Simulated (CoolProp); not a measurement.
Vapour pressure (MPa) of CH2F2 (R32): the reference equation beside estimates from Tc = 351.3 K, pc = 5.783 MPa, ω = 0.277. Clausius-Clapeyron is anchored at 274.3 K with a constant enthalpy of vaporisation of 16.31 kJ/mol.

The numbers come from the reference Helmholtz-energy equation of state, Tillner-Roth 1997 in CoolProp.

| T (K) | reference | Clausius-Clapeyron | Redlich-Kwong | Peng-Robinson |
|---|---|---|---|---|
| 274.3 | 0.8435 | 0.8435 | 1.195 | 0.8467 |
| 278.4 | 0.9588 | 0.9371 | 1.331 | 0.9634 |
| 282.5 | 1.086 | 1.038 | 1.477 | 1.092 |
| 286.6 | 1.225 | 1.146 | 1.634 | 1.233 |
| 290.7 | 1.377 | 1.263 | 1.801 | 1.387 |
| 294.8 | 1.543 | 1.387 | (withheld) | 1.555 |
| 298.9 | 1.724 | 1.519 | 2.172 | 1.738 |
| 303 | 1.920 | 1.661 | 2.375 | 1.937 |
| 307.1 | 2.133 | 1.810 | 2.590 | 2.153 |
| 311.2 | 2.363 | 1.969 | 2.819 | 2.386 |
| 315.3 | 2.611 | 2.138 | 3.060 | 2.637 |
| 319.4 | 2.879 | 2.315 | (withheld) | 2.908 |
| 323.5 | 3.167 | 2.503 | 3.583 | 3.199 |
| 327.6 | 3.477 | 2.700 | 3.865 | (withheld) |

**Question.** Fill in the missing entries.

**Answer.** 
- 294.8, Redlich-Kwong: 1.981
- 319.4, Redlich-Kwong: 3.315
- 327.6, Peng-Robinson: 3.511

Absolute difference from the reference over all 14 rows, mean and median: Clausius-Clapeyron 12.1 and 12.7 %, Redlich-Kwong 25.4 and 24.8 %, Peng-Robinson 0.8 and 0.8 %.
